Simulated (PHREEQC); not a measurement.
Dissolve 0.0019 mol HF, 0.061 mol (NH4)2SiF6 and 0.00021 mol H3AsO4 per kg of water at 25 °C. Closed to the air; pH follows from the charge balance.

Equilibrium calculation in PHREEQC: ion-association model, wateq4f.dat.

The pH is 2.94, the ionic strength comes out as 0.184 mol/kgw and the total alkalinity is -246 meq/kg.

```json
[
 {"species": "NH4+", "molality": "0.122", "activity": "0.0915", "log γ": "-0.125"},
 {"species": "SiF6-2", "molality": "0.0605", "activity": "0.0186", "log γ": "-0.513"},
 {"species": "HF", "molality": "0.00255", "activity": "0.00266", "log γ": "0.018"},
 {"species": "F-", "molality": "0.00218", "activity": "0.00156", "log γ": "-0.146"},
 {"species": "H+", "molality": "0.00142", "activity": "0.00114", "log γ": "-0.096"},
 {"species": "H4SiO4", "molality": "0.000485", "activity": "0.000506", "log γ": "0.018"},
 {"species": "H2AsO4-", "molality": "0.000181", "activity": "0.000135", "log γ": "-0.125"},
 {"species": "H3AsO4", "molality": "2.94e-5", "activity": "3.07e-5", "log γ": "0.018"},
 {"species": "HF2-", "molality": "2.23e-5", "activity": "1.59e-5", "log γ": "-0.146"},
 {"species": "H2F2", "molality": "1.76e-5", "activity": "1.84e-5", "log γ": "0.018"},
 {"species": "NH3", "molality": "4.59e-8", "activity": "4.59e-8", "log γ": "0.000"},
 {"species": "HAsO4-2", "molality": "2.61e-8", "activity": "8.25e-9", "log γ": "-0.500"}
]
```

Precipitation was switched off in this run. Examples of supersaturated solids here: Quartz (slow to form), Chalcedony (slow to form). Others may be too. SiF6-2 is the database's only silicon fluoride.
